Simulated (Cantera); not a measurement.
Mixture: CH4 : O2 : N2 = 1 : 2.99 : 11.2 (molar parts), equivalence ratio 0.67, at 34.5 atm, adiabatic and at constant pressure. Ignition delay is the time to a rise of 400 K.

Computed with Cantera and GRI-Mech 3.0 (53 species, 325 reactions). The pressure lies above the range GRI-Mech 3.0 was tuned for (to about 10 atm).

Task: What does this change do: O2 2.99 to 4.3 parts?

Result: 
| quantity | before | after |
|---|---|---|
| delay at 1175 K | 1.46 ms | 1.07 ms |
| delay at 1275 K | 0.446 ms | 0.318 ms |
| delay at 1375 K | 0.160 ms | 0.113 ms |
| delay at 1475 K | 64.6 µs | 45.4 µs |
| delay at 1575 K | 28.3 µs | 20.3 µs |
| apparent activation energy between 1475 and 1575 K | 160 kJ/mol | 160 kJ/mol |

Task: What does this change do: pressure from 34.5 atm to 0.987 atm?

Result: 
| quantity | before | after |
|---|---|---|
| delay at 1175 K | 1.46 ms | 53.1 ms |
| delay at 1275 K | 0.446 ms | 13.2 ms |
| delay at 1375 K | 0.160 ms | 3.80 ms |
| delay at 1475 K | 64.6 µs | 1.29 ms |
| delay at 1575 K | 28.3 µs | 0.519 ms |
| apparent activation energy between 1475 and 1575 K | 160 kJ/mol | 180 kJ/mol |
